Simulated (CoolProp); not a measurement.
c-C4F8 (RC318) at 293.15 K and 0.0494 MPa is compressed adiabatically to 0.257 MPa with isentropic efficiency 0.85. Each further row changes one setting.

Computed with CoolProp (reference Helmholtz-energy equation of state, Platzer 1990). This equation is an older, rougher fit.

| case | work (kJ/kg) | final temperature (K) | final density (kg/m³) |
|---|---|---|---|
| as stated | 23.9 | 325.6 | 20.2 |
| efficiency 1 | 20.3 | 321.4 | 20.5 |
| efficiency 0.65 | 31.3 | 334.3 | 19.5 |
